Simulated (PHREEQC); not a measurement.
Alkaline etch or developer: an equilibrium model

Make-up at 90 °C: 0.042 mol NaOH, 5.5e-06 mol CO2 and 0.00098 mol K3PO4 per kg of water. Closed to the air; pH follows from the charge balance.

The numbers come from PHREEQC with the ion-association model, phreeqc.dat.

This is a speciation only: nothing precipitates in the calculation.

**Question.** Predict the pH, specific conductance.

**Answer.** pH 10.94; specific conductance 26400 µS/cm.

**Question.** In which forms is P present?

**Answer.** HPO4-2 71 %, PO4-3 26 %, NaHPO4- 2.5 % of the P.

Complexes and solids missing from the database can't appear. Away from 25 °C the constants follow the database's enthalpies or fits; those with neither stay at their 25 °C values.
